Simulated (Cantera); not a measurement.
# Adiabatic ignition

An adiabatic, constant-pressure homogeneous reactor starts with 5.02 % CH4, 4.86 % CO, 18.9 % O2, 71.2 % N2, equivalence ratio 0.66, at 1300 K and 0.610 bar.

Detailed kinetics in Cantera: GRI-Mech 3.0 (53 species, 325 reactions).

```tsv
t (s)	T (K)	x CH4	x CO	x O2	x OH	x C2H6	x H2O
5.00e-6	1300	0.0502	0.0486	0.189	1.25e-9	<1e-12	2.64e-9
1.14e-5	1300	0.0502	0.0486	0.189	1.67e-9	<1e-12	1.05e-8
2.59e-5	1300	0.0502	0.0486	0.189	1.93e-9	1.63e-12	3.18e-8
5.89e-5	1300	0.0502	0.0486	0.189	2.46e-9	2.32e-11	9.08e-8
0.000134	1300	0.0501	0.0486	0.189	3.68e-9	3.32e-10	2.78e-7
0.000305	1300	0.0501	0.0486	0.189	6.48e-9	5.21e-9	9.84e-7
0.000695	1300	0.0501	0.0486	0.189	1.38e-8	9.60e-8	4.15e-6
0.00158	1300	0.0501	0.0486	0.189	3.80e-8	2.07e-6	2.23e-5
0.00360	1301	0.0499	0.0486	0.189	1.00e-7	3.20e-5	0.000139
0.00819	1307	0.0490	0.0486	0.188	3.32e-7	0.000234	0.000881
0.0186	2481	<1e-12	0.0142	0.0675	0.0112	<1e-12	0.0925
0.0424	2473	<1e-12	0.0139	0.0644	0.0108	<1e-12	0.0928
0.0965	2470	<1e-12	0.0138	0.0633	0.0107	<1e-12	0.0929
0.220	2470	<1e-12	0.0138	0.0632	0.0107	<1e-12	0.0929
0.500	2470	<1e-12	0.0138	0.0632	0.0107	<1e-12	0.0929
```
x: mole fraction; the columns are a selection and need not sum to one.

```
Item                                                               Value
---------------------------------  -------------------------------------
time of steepest temperature rise                                13.1 ms
temperature at 0.500 s                                            2470 K
equilibrium temperature                                           2470 K
x(CH4) at 0.500 s                  <1e-12 (gas-phase equilibrium <1e-12)
x(CO) at 0.500 s                   0.0138 (gas-phase equilibrium 0.0138)
x(O2) at 0.500 s                   0.0632 (gas-phase equilibrium 0.0632)
```
